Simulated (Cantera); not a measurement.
## Thermodynamics of thermal oxidation and active oxidation of silicon, feed Si + H2O + H2

A closed system holds: 1 mol Si, 0.013 mol H2O, 70 mol H2, at 1175 K and 28.0 mbar.

Method: chemical equilibrium by Gibbs-energy minimisation in Cantera with the NASA 1993 tables (ideal gas, pure condensed phases). Candidate condensed phases: H2O, Si, SiO2; 18 gas species. Mutual solubility and eutectic melting of coexisting phases are not modelled. The tables hold silica as quartz up to 1696 K and as liquid above; real silica turns to tridymite and cristobalite and melts near 1996 K. Rates play no part.

```yaml
x(H2): 1.000
x(SiO): 9.18e-6
n(Si(s)): 0.993 mol
n(SiO2(β-quartz)): 0.00618 mol
gas_amount: 70.01 mol
```
